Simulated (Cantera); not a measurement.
Cantera run:

```python
import numpy as np
import cantera as ct

gas_names = """
    CL CL2 H HCL H2 Si SiCL SiCL2 SiCL3 SiCL4 SiH SiHCL3 SiH2 SiH2CL2 SiH3 SiH3CL SiH4 Si2 Si3
""".split()
cond_names = """
    Si(cr) Si(L)
""".split()


# ... load() reads the species with a 1 bar reference pressure and builds the phases ...
atoms = {
    'SiCl4': {'Si': 1, 'CL': 4},
    'HCl': {'H': 1, 'CL': 1},
    'H2': {'H': 2},
}
top_T = {}  # K; cautious upper limits of use, not melting points


# ... equilibrate(T, P, feed) seeds the gas with the atoms and calls Mixture.equilibrate('TP', solver="vcs", rtol=1e-11, max_steps=5000) ...
results = []
T = 1498.15  # K
P = 10000  # Pa
for m in [1.1, 1.8, 2.9, 4.6, 7.3, 12, 19]:
    feed = {'SiCl4': 1, 'HCl': 5.4, 'H2': m}  # mol
    mix = equilibrate(T, P, feed)
    results.append((T, P, feed, dict(zip(mix.species_names, mix.species_moles))))

top = {s: max(r[3][s] / sum(r[3][g] for g in gas_names) for r in results) for s in gas_names}
cols = sorted((s for s in top if top[s] > 0.001), key=lambda s: -top[s])[:8]
seen = [c for c in cond_names if any(r[3].get(c, 0) > 1e-12 for r in results)]
print("log10 of partial pressures in bar; condensed amounts in mol")
print(f"{'n(H2)':>10s}" + "".join(f"{s[:9]:>10s}" for s in cols + seen))
for T, P, feed, n in results:
    ng = sum(n[g] for g in gas_names)
    print(f"{feed['H2']:10.4g}" + "".join(f"{np.log10(max(n[s] / ng * P / 1e5, 1e-99)):10.3f}" for s in cols)
          + "".join(f"{n.get(c, 0):10.4g}" for c in seen))
```

Result:

```
log10 of partial pressures in bar; condensed amounts in mol
     n(H2)       HCL        H2     SiCL4     SiCL2     SiCL3    SiHCL3
       1.1    -1.127    -1.913    -2.001    -2.968    -2.736    -3.775
       1.8    -1.158    -1.730    -2.090    -2.811    -2.702    -3.649
       2.9    -1.203    -1.570    -2.214    -2.686    -2.702    -3.569
       4.6    -1.263    -1.436    -2.382    -2.598    -2.742    -3.542
       7.3    -1.343    -1.323    -2.606    -2.550    -2.830    -3.574
        12    -1.453    -1.226    -2.923    -2.550    -2.988    -3.683
        19    -1.577    -1.157    -3.288    -2.598    -3.195    -3.855
```

Method: chemical equilibrium by Gibbs-energy minimisation in Cantera with the NASA 1993 tables (ideal gas, pure condensed phases). The tables' values for SiCl3 are old estimates; treat these amounts as uncertain.
